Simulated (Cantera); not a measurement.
Charge: 1 mol Si₃N₄, 0.0027 mol H₂O, a varied amount of H₂, held at 1773.15 K and 1.00 bar.

Cantera equilibrium calculation (NASA polynomials, part measured and part estimated; ideal gas, pure solids and liquids). Candidate condensed phases: H₂O, Si, SiO₂, Si₂N₂O, Si₃N₄; 35 gas species. Mutual solubility and eutectic melting of coexisting phases are not modelled. Gases not in the tables: Si₂H₆ and higher silanes. The numbers say what is thermodynamically allowed, not how fast it happens.

Task: Which condensed phases are stable at each of these points (n(H₂) (mol)): 3.6, 4.8, 6.3, 8.2, 11, 14, 19, 25, 32, 42, 55, 73, 96?

Result: 
```json
[
 {"n(H₂) (mol)": "3.6", "condensed phases": "Si(l) + Si₂N₂O(s) + Si₃N₄(s)", "Si condensed (%)": "100.0"},
 {"n(H₂) (mol)": "4.8", "condensed phases": "Si(l) + Si₂N₂O(s) + Si₃N₄(s)", "Si condensed (%)": "100.0"},
 {"n(H₂) (mol)": "6.3", "condensed phases": "Si(l) + Si₂N₂O(s) + Si₃N₄(s)", "Si condensed (%)": "99.9"},
 {"n(H₂) (mol)": "8.2", "condensed phases": "Si(l) + Si₂N₂O(s) + Si₃N₄(s)", "Si condensed (%)": "99.9"},
 {"n(H₂) (mol)": "11", "condensed phases": "Si(l) + Si₂N₂O(s) + Si₃N₄(s)", "Si condensed (%)": "99.9"},
 {"n(H₂) (mol)": "14", "condensed phases": "Si(l) + Si₃N₄(s)", "Si condensed (%)": "99.9"},
 {"n(H₂) (mol)": "19", "condensed phases": "Si(l) + Si₃N₄(s)", "Si condensed (%)": "99.9"},
 {"n(H₂) (mol)": "25", "condensed phases": "Si(l) + Si₃N₄(s)", "Si condensed (%)": "99.9"},
 {"n(H₂) (mol)": "32", "condensed phases": "Si(l) + Si₃N₄(s)", "Si condensed (%)": "99.9"},
 {"n(H₂) (mol)": "42", "condensed phases": "Si(l) + Si₃N₄(s)", "Si condensed (%)": "99.9"},
 {"n(H₂) (mol)": "55", "condensed phases": "Si(l) + Si₃N₄(s)", "Si condensed (%)": "99.9"},
 {"n(H₂) (mol)": "73", "condensed phases": "Si(l) + Si₃N₄(s)", "Si condensed (%)": "99.8"},
 {"n(H₂) (mol)": "96", "condensed phases": "Si(l) + Si₃N₄(s)", "Si condensed (%)": "99.8"}
]
```

From 3.6 mol H₂ to 11 mol H₂ the condensed part is Si(l) + Si₂N₂O(s) + Si₃N₄(s). From 14 mol H₂ to 96 mol H₂ the condensed part is Si(l) + Si₃N₄(s).
